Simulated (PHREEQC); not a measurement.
0.23 g of hydrous ferric oxide (600 m²/g; 0.2 weak and 0.005 strong sites per Fe, Dzombak-Morel constants, diffuse double layer) in 1 kg of water with 0.1 mol/kgw of an inert sodium salt and 0.046 mmol/kgw ZnSO4, at 25 °C; the pH is set by adding NaOH or the inert anion's acid. O2 is buffered at 0.21 atm. The system is closed to CO2. Precipitation was switched off in this run.

Base run: PHREEQC, ion-association model, wateq4f.dat. Each further column changes one thing. The table gives Zn sorbed (%).

| pH | base | no electrostatic term (-no_edl) | background salt from 0.1 to 0.01 mol/kgw | oxide from 0.23 to 1.2 g/kgw |
|---|---|---|---|---|
| 3 | 0.0 | 0.0 | 0.0 | 0.0 |
| 4.33 | 0.1 | 0.1 | 0.1 | 0.5 |
| 5.67 | 13.4 | ___ | 14.7 | ___ |
| 7 | 73.1 | 90.6 | ___ | 99.1 |
| 8.33 | 99.7 | 99.7 | 99.8 | 100.0 |
| 9.67 | 99.9 | 94.7 | 99.9 | 100.0 |
| 11 | 99.2 | 19.9 | 99.8 | 100.0 |

**Question.** Fill in the missing entries.

**Answer.** 
- 5.67, no electrostatic term (-no_edl): 19.1
- 5.67, oxide from 0.23 to 1.2 g/kgw: 47.5
- 7, background salt from 0.1 to 0.01 mol/kgw: 76.7

The oxide is taken as insoluble; below pH 4 it would dissolve. In at least one series the solution becomes supersaturated in solids that the run did not let form, among them Zn(OH)2-e.
